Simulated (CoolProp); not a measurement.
Vapour-liquid equilibrium of cyclohexane (1) + dimethyl carbonate (2) at 1.33 MPa; x and y are mole fractions of (1).

Values from CoolProp's multi-fluid Helmholtz-energy mixture model, Zhou 2014 and Zhou 2011; pair parameters Bell 2016.

Question: Give the bubble temperature and the first vapour's composition at x = 0.2, 0.35, 0.65. Is there an azeotrope?

Answer: x = 0.2: 462.2 K, y = 0.288; x = 0.35: 458.9 K, y = 0.414; x = 0.65: 458.4 K, y = 0.604. y crosses x between x = 0.5 and 0.65: the model has an azeotrope there.

The pair parameters rest on a limited set of measurements; away from them the model extrapolates.
